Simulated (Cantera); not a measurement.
A Cantera script and its output.

```python
import numpy as np
import cantera as ct

gas = ct.Solution("gri30.yaml")


def delay(T, t_max=10):
    gas.TPX = T, 820000, {'CH4': 1, 'H2': 0.033, 'O2': 3.42, 'N2': 12.9}
    reactor = ct.IdealGasReactor(gas, clone=False)
    net = ct.ReactorNet([reactor])
    net.rtol, net.atol = 1e-8, 1e-16
    while net.time < t_max:
        t_old, T_old = net.time, reactor.T
        net.step()
        if reactor.T > T + 400:  # ignition: a rise of 400 K
            return t_old + (T + 400 - T_old) / (reactor.T - T_old) * (net.time - t_old)
    return np.nan


taus = []
for T in [873, 948, 1023, 1098, 1173, 1248, 1323, 1398]:
    taus.append(delay(T))
    print(f"T0 = {T:6g} K   tau = {taus[-1]:.4e} s")
```

Result:

```
T0 =    873 K   tau = 6.1472e-01 s
T0 =    948 K   tau = 1.0756e-01 s
T0 =   1023 K   tau = 2.8116e-02 s
T0 =   1098 K   tau = 9.8852e-03 s
T0 =   1173 K   tau = 4.0582e-03 s
T0 =   1248 K   tau = 1.7750e-03 s
T0 =   1323 K   tau = 8.0649e-04 s
T0 =   1398 K   tau = 3.8119e-04 s
```

Detailed kinetics in Cantera: GRI-Mech 3.0 (53 species, 325 reactions). Below about 1000 K GRI-Mech 3.0 lacks low-temperature oxidation paths. Below about 950 K walls govern HO2 and H2O2 in real vessels.
